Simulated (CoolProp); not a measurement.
Vapour-liquid equilibrium of 1-butene (1) + acetone (2) at 361 kPa; x and y are mole fractions of (1).

The numbers come from the multi-fluid Helmholtz-energy mixture model, Lemmon 2005 and Lemmon 2006; pair parameters Bell 2016 in CoolProp.

Q: Give the bubble temperature and the first vapour's composition at x = 0.05, 0.2, 0.35. Is there an azeotrope?

A: x = 0.05: 358.3 K, y = 0.318; x = 0.2: 331.9 K, y = 0.724; x = 0.35: 320.3 K, y = 0.834. No azeotrope shows between x = 0.05 and 0.95.

The pair parameters rest on a limited set of measurements; away from them the model extrapolates. With so large a gap from Raoult's law the liquid may split in two, which this calculation doesn't test in full.
